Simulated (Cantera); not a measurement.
What does this Cantera script print?

```python
import numpy as np
import cantera as ct

gas = ct.Solution("h2o2.yaml")
gas.TPX = 1450, 2300, {'H2': 0.016, 'O2': 1, 'N2': 0.6}
inlet = ct.Reservoir(gas, clone=True)

reactor = ct.IdealGasConstPressureReactor(gas, energy="off", clone=False)
exhaust = ct.Reservoir(gas, clone=True)
tau = [0.35, 0.17, 0.084, 0.041, 0.02, 0.0097, 0.0047, 0.0023, 0.0011, 0.00055][0]
for a, b in ((inlet, reactor), (reactor, exhaust)):
    ct.MassFlowController(a, b, mdot=lambda t: reactor.mass / tau)
net = ct.ReactorNet([reactor])
show = ['H2', 'O2', 'OH', 'H2O2', 'O', 'HO2']

rows = []
print(f"{'tau/s':>10s}{'T/K':>9s}" + "".join(f"{s:>11s}" for s in show))
for tau in [0.35, 0.17, 0.084, 0.041, 0.02, 0.0097, 0.0047, 0.0023, 0.0011, 0.00055]:
    net.initial_time = 0.0
    net.advance(30 * tau)
    before = gas.X
    net.advance(40 * tau)
    drift = np.max(np.abs(gas.X - before) / (gas.X + 1e-9))
    rows.append([gas.T, *gas[show].X, drift])
    print(f"{tau:10.3e}{gas.T:9.1f}" + "".join(f"{x:11.3e}" for x in gas[show].X))
```

Output:

```
     tau/s      T/K         H2         O2         OH       H2O2          O        HO2
 3.500e-01   1450.0  4.254e-05  6.136e-01  9.651e-04  9.404e-09  3.597e-03  3.755e-07
 1.700e-01   1450.0  6.152e-05  6.126e-01  1.117e-03  1.075e-08  4.804e-03  4.414e-07
 8.400e-02   1450.0  8.841e-05  6.116e-01  1.252e-03  1.191e-08  5.935e-03  4.975e-07
 4.100e-02   1450.0  1.321e-04  6.108e-01  1.372e-03  1.298e-08  6.835e-03  5.444e-07
 2.000e-02   1450.0  2.101e-04  6.103e-01  1.489e-03  1.418e-08  7.375e-03  5.856e-07
 9.700e-03   1450.0  3.597e-04  6.101e-01  1.628e-03  1.583e-08  7.545e-03  6.292e-07
 4.700e-03   1450.0  6.483e-04  6.103e-01  1.811e-03  1.823e-08  7.354e-03  6.809e-07
 2.300e-03   1450.0  1.187e-03  6.107e-01  2.028e-03  2.125e-08  6.789e-03  7.371e-07
 1.100e-03   1450.0  2.222e-03  6.117e-01  2.210e-03  2.397e-08  5.732e-03  7.840e-07
 5.500e-04   1450.0  3.969e-03  6.133e-01  2.127e-03  2.319e-08  4.173e-03  7.873e-07
```

Detailed kinetics in Cantera: the H2/O2 subset of GRI-Mech 3.0, which has no nitrogen chemistry. Radical loss at walls, strong at low pressure, is not modelled.
